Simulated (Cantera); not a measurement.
## Hydrocarbon pyrolysis for carbon deposition

A perfectly stirred reactor is fed with CH4 : N2 = 8.2 : 1.2 (molar parts), at 7900 Pa; it is held at 1498 K, and followed from long to short residence time.

Detailed kinetics in Cantera: GRI-Mech 3.0 (53 species, 325 reactions). GRI-Mech 3.0 stops at C3 and has no aromatics, soot or wall deposition, so with more carbon than oxygen in the feed, carbon stays in small species such as C2H2 where larger ones or solid carbon would form.

```tsv
τ (s)	x CH4	x C2H4	x CH3	x C2H6	x C2H	x HCN	x CH2
7.5	0.255	0.00306	0.000235	7.90e-5	1.39e-8	1.39e-9	8.31e-9
2.0	0.453	0.00431	0.000388	0.000237	8.61e-9	4.01e-10	1.26e-8
0.56	0.646	0.00709	0.000560	0.000534	4.47e-9	9.89e-11	1.83e-8
0.15	0.786	0.00832	0.000704	0.000886	1.46e-9	1.50e-11	2.37e-8
0.041	0.851	0.00401	0.000684	0.000822	1.93e-10	1.06e-12	2.08e-8
0.011	0.869	0.000576	0.000454	0.000303	8.98e-12	<1e-12	9.23e-9
0.0031	0.872	4.20e-5	0.000232	4.70e-5	<1e-12	<1e-12	2.46e-9
0.00083	0.872	1.41e-6	8.29e-5	2.31e-6	<1e-12	<1e-12	3.19e-10
```
x: mole fraction; the columns are a selection and need not sum to one.
